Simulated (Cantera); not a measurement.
A freely propagating, adiabatic, planar premixed flame of H2 : O2 : N2 = 1 : 0.588 : 2.21 (molar parts), unburnt at 350 K and 4500 Torr; mixture-averaged transport, grid criteria slope 0.08 and curve 0.16, no radiation.

Detailed kinetics in Cantera: the H2/O2 subset of GRI-Mech 3.0, which has no nitrogen chemistry. The hydrogen kinetics of GRI-Mech 3.0 are dated; newer H2 mechanisms differ, most at raised pressure. Burning velocities carry a grid error of a few per cent, more on coarse grids.

What does this change do: 0.082 parts H2O added?


```
quantity                     before      after
------------------------  ---------  ---------
laminar burning velocity   157 cm/s   134 cm/s
thermal thickness         0.0451 mm  0.0477 mm
peak x(H)                   0.00964    0.00761
peak x(H2O2)               0.000192   0.000215
peak x(HO2)                 0.00110    0.00110
```

What does this change do: H2 1 to 1.3 parts?


```csv
quantity,before,after
laminar burning velocity,157 cm/s,285 cm/s
thermal thickness,0.0451 mm,0.0398 mm
peak x(H),0.00964,0.0258
peak x(H2O2),0.000192,0.000175
peak x(HO2),0.00110,0.00129
```
